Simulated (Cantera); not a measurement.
A closed system holds: 1 mol Si, 0.5 mol H₂, equilibrated at 7050 Torr.

Equilibrium computed with Cantera from the NASA thermochemical tables; the gas is ideal and each condensed phase is pure. Candidate condensed phases: Si; 9 gas species. Gases not in the tables: Si₂H₆ and higher silanes. Kinetics and transport are ignored.

Which condensed phases are stable at each of these points (T (K)): 573, 723, 873, 1023, 1173, 1323, 1473, 1623, 1773?


```csv
T (K),condensed phases,Si condensed (%)
573,Si(s),100.0
723,Si(s),100.0
873,Si(s),100.0
1023,Si(s),100.0
1173,Si(s),100.0
1323,Si(s),100.0
1473,Si(s),100.0
1623,Si(s),100.0
1773,Si(l),100.0
```

From 573 K to 1623 K the condensed part is Si(s). At 1773 K the condensed part is Si(l).
